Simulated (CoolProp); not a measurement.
Vapour pressure (bar) of hydrogen chloride: the reference equation beside estimates from Tc = 324.7 K, pc = 83.14 bar, ω = 0.130.

Values from CoolProp's reference Helmholtz-energy equation of state, Thol 2018.

```json
[
 {"T (K)": "188.9", "reference": "1.056", "Lee-Kesler": "1.003", "van der Waals": "6.032", "Redlich-Kwong": "1.223", "Soave-Redlich-Kwong": "1.006"},
 {"T (K)": "198", "reference": "1.717", "Lee-Kesler": "1.658", "van der Waals": "7.927", "Redlich-Kwong": "2.015", "Soave-Redlich-Kwong": "1.660"},
 {"T (K)": "207.1", "reference": "2.665", "Lee-Kesler": "2.608", "van der Waals": "10.19", "Redlich-Kwong": "3.148", "Soave-Redlich-Kwong": "2.608"},
 {"T (K)": "216.2", "reference": "3.974", "Lee-Kesler": "3.932", "van der Waals": "12.85", "Redlich-Kwong": "4.699", "Soave-Redlich-Kwong": "3.929"},
 {"T (K)": "225.3", "reference": "5.726", "Lee-Kesler": "5.712", "van der Waals": "15.94", "Redlich-Kwong": "6.750", "Soave-Redlich-Kwong": "5.710"},
 {"T (K)": "234.4", "reference": "8.006", "Lee-Kesler": "8.037", "van der Waals": "19.47", "Redlich-Kwong": "9.382", "Soave-Redlich-Kwong": "8.042"},
 {"T (K)": "243.5", "reference": "10.91", "Lee-Kesler": "11.00", "van der Waals": "23.48", "Redlich-Kwong": "12.68", "Soave-Redlich-Kwong": "11.02"},
 {"T (K)": "252.6", "reference": "14.53", "Lee-Kesler": "14.68", "van der Waals": "27.98", "Redlich-Kwong": "16.71", "Soave-Redlich-Kwong": "14.75"},
 {"T (K)": "261.7", "reference": "18.97", "Lee-Kesler": "19.19", "van der Waals": "32.99", "Redlich-Kwong": "21.56", "Soave-Redlich-Kwong": "19.33"},
 {"T (K)": "270.8", "reference": "24.34", "Lee-Kesler": "24.63", "van der Waals": "38.54", "Redlich-Kwong": "27.30", "Soave-Redlich-Kwong": "24.86"},
 {"T (K)": "279.9", "reference": "30.76", "Lee-Kesler": "31.10", "van der Waals": "44.64", "Redlich-Kwong": "34.00", "Soave-Redlich-Kwong": "31.46"},
 {"T (K)": "289", "reference": "38.37", "Lee-Kesler": "38.73", "van der Waals": "51.30", "Redlich-Kwong": "41.73", "Soave-Redlich-Kwong": "39.23"},
 {"T (K)": "298.1", "reference": "47.31", "Lee-Kesler": "47.67", "van der Waals": "58.54", "Redlich-Kwong": "50.55", "Soave-Redlich-Kwong": "48.29"},
 {"T (K)": "307.2", "reference": "57.78", "Lee-Kesler": "58.09", "van der Waals": "66.38", "Redlich-Kwong": "60.53", "Soave-Redlich-Kwong": "58.74"},
 {"T (K)": "316.3", "reference": "70.02", "Lee-Kesler": "70.22", "van der Waals": "74.82", "Redlich-Kwong": "71.71", "Soave-Redlich-Kwong": "70.69"}
]
```

Absolute difference from the reference over all 15 rows, mean and median: Lee-Kesler 1.3 and 1.0 %, van der Waals 141.6 and 92.6 %, Redlich-Kwong 13.0 and 15.0 %, Soave-Redlich-Kwong 1.9 and 1.9 %.
